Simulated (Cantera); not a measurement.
A closed system holds: 1 mol TiO₂, 0.93 mol MgCl₂, 0.27 mol O₂, at 827 °C and 13.3 mbar.

Cantera equilibrium calculation (NASA polynomials, part measured and part estimated; ideal gas, pure solids and liquids). Candidate condensed phases: Mg, MgCl₂, MgO, MgTiO₃, MgTi₂O₅, Mg₂TiO₄, Ti, TiCl₂, TiCl₃, TiCl₄, TiO, TiO₂, Ti₂O₃, Ti₃O₅, Ti₄O₇; 20 gas species. Mutual solubility and eutectic melting of coexisting phases are not modelled. Condensed phases not in the tables: TiOCl, alloys, solid solutions and most ternary compounds. Rates play no part.

Base state: Cl₂ 0.686, TiCl₄ 0.196, MgCl₂ 0.107, Cl 0.0109 (mole fractions); condensed: MgTiO₃(s) + MgTi₂O₅(s).

Task: What changes in the equilibrium state with this change: pressure from 13.3 mbar to 38.0 mbar?

Result: 
| species | before | after |
|---|---|---|
| Cl₂ | 0.686 | 0.873 |
| TiCl₄ | 0.196 | 0.0792 |
| MgCl₂ | 0.107 | 0.0404 |
| Cl | 0.0109 | 0.00726 |
| O₂ | 7.01e-6 | 2.82e-5 |
| MgTiO₃(s), mol | 0.846 | 0.324 |
| MgTi₂O₅(s), mol | 0.000610 | 0.314 |
| MgCl₂(l), mol | 0 | 0.268 |
